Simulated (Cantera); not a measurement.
# C2F6 + H2 (fluorocarbon and chlorocarbon gases)

Feed: 1 mol C2F6, a varied amount of H2, at 2523.15 K and 8.10 Pa.

Method: chemical equilibrium by Gibbs-energy minimisation in Cantera with the NASA 1993 tables (ideal gas, pure condensed phases). Candidate condensed phases: C, C6H6, C7H8, C8H18; 95 gas species. The feed counts by its element totals alone. Equilibrium is a limit: real reactors are often held back by kinetics, nucleation or transport.

| n(H2) (mol) | x F | x HF | x H | x CF | x C3 | n C(graphite) |
|---|---|---|---|---|---|---|
| 0.059 | 0.929 | 0.0191 | 0.000436 | 0.0325 | 0.00877 | 1.58 |
| 0.082 | 0.921 | 0.0265 | 0.000610 | 0.0323 | 0.00877 | 1.58 |
| 0.11 | 0.913 | 0.0356 | 0.000826 | 0.0320 | 0.00877 | 1.58 |
| 0.16 | 0.897 | 0.0517 | 0.00122 | 0.0314 | 0.00877 | 1.59 |
| 0.21 | 0.881 | 0.0678 | 0.00163 | 0.0309 | 0.00877 | 1.59 |
| 0.3 | 0.853 | 0.0967 | 0.00240 | 0.0299 | 0.00877 | 1.60 |
| 0.41 | 0.818 | 0.132 | 0.00341 | 0.0287 | 0.00877 | 1.61 |
| 0.56 | 0.772 | 0.179 | 0.00492 | 0.0270 | 0.00877 | 1.62 |
| 0.77 | 0.706 | 0.245 | 0.00735 | 0.0247 | 0.00877 | 1.64 |
| 1.1 | 0.605 | 0.347 | 0.0121 | 0.0212 | 0.00877 | 1.66 |
| 1.5 | 0.484 | 0.464 | 0.0203 | 0.0170 | 0.00877 | 1.69 |
| 2 | 0.341 | 0.597 | 0.0371 | 0.0119 | 0.00877 | 1.72 |
x: gas mole fraction; n: condensed amount in mol.

From 0.059 mol H2 to 2 mol H2 the condensed part is C(graphite). The main C-bearing gas is CF at 0.059 mol H2 and C3 at 2 mol H2. The share of C in condensed phases is highest at 2 mol H2 (86.2 %) and lowest at 0.059 mol H2 (78.8 %).
